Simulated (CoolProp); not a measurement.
Saturation properties of n-butane (Tc = 425.1 K, pc = 3.796 MPa, ω = 0.201).

Model: reference Helmholtz-energy equation of state, Bücker 2006, in CoolProp.

```csv
T (K),p (MPa),enthalpy of vaporisation (kJ/kg),liquid cp (kJ/(kg K)),surface tension (mN/m)
248.4,0.03633,406.3,2.207,17.8
263.1,0.06941,394.0,2.267,16.0
277.9,0.1231,381.0,2.334,14.3
292.6,0.2040,367.0,2.410,12.6
307.3,0.3204,351.9,2.495,10.9
322,0.4810,335.2,2.590,9.27
336.7,0.6955,316.6,2.701,7.70
351.4,0.9737,295.6,2.833,6.18
366.1,1.327,271.4,3.001,4.72
380.8,1.766,242.6,3.236,3.34
```

It boils at 272.7 K under 1 atm.

Surface tension comes from a separate correlation (Mulero 2012).
